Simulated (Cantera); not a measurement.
**Carbon deposition, reforming and gasification: C3H6 + O2 + H2**

Feed: 1 mol C3H6, 0.012 mol O2, a varied amount of H2, at 1673 K and 60800 Torr.

Equilibrium computed with Cantera from the NASA thermochemical tables; the gas is ideal and each condensed phase is pure. Candidate condensed phases: C, C6H6, C7H8, C8H18, H2O; 110 gas species. The ideal-gas law is rough above about 30 bar. Equilibrium is a limit: real reactors are often held back by kinetics, nucleation or transport.

| n(H2) (mol) | x H2 | x CH4 | x CO | x H2O | x C2H4 | x C2H2 (acetylene) | x C2H6 | x CH3 | n C(graphite) |
|---|---|---|---|---|---|---|---|---|---|
| 1.1 | 0.912 | 0.0817 | 0.00605 | 0.000251 | 0.000231 | 5.19e-5 | 4.58e-5 | 2.20e-5 | 2.66 |
| 1.8 | 0.912 | 0.0819 | 0.00517 | 0.000215 | 0.000232 | 5.20e-5 | 4.59e-5 | 2.21e-5 | 2.61 |
| 3.1 | 0.913 | 0.0820 | 0.00407 | 0.000169 | 0.000232 | 5.20e-5 | 4.61e-5 | 2.21e-5 | 2.51 |
| 5.2 | 0.914 | 0.0822 | 0.00303 | 0.000126 | 0.000233 | 5.21e-5 | 4.62e-5 | 2.21e-5 | 2.35 |
| 8.8 | 0.915 | 0.0823 | 0.00211 | 8.79e-5 | 0.000233 | 5.21e-5 | 4.63e-5 | 2.22e-5 | 2.07 |
| 15 | 0.916 | 0.0825 | 0.00138 | 5.77e-5 | 0.000234 | 5.22e-5 | 4.64e-5 | 2.22e-5 | 1.59 |
| 25 | 0.916 | 0.0825 | 0.000890 | 3.72e-5 | 0.000234 | 5.22e-5 | 4.65e-5 | 2.22e-5 | 0.823 |
| 42 | 0.929 | 0.0703 | 0.000543 | 2.77e-5 | 0.000165 | 3.63e-5 | 3.33e-5 | 1.88e-5 | 0 |
| 71 | 0.958 | 0.0417 | 0.000309 | 2.91e-5 | 5.47e-5 | 1.17e-5 | 1.14e-5 | 1.10e-5 | 0 |
x: gas mole fraction; n: condensed amount in mol.

From 1.1 mol H2 to 25 mol H2 the condensed part is C(graphite). From 42 mol H2 to 71 mol H2 nothing is condensed. The main C-bearing gas is CH4 throughout.
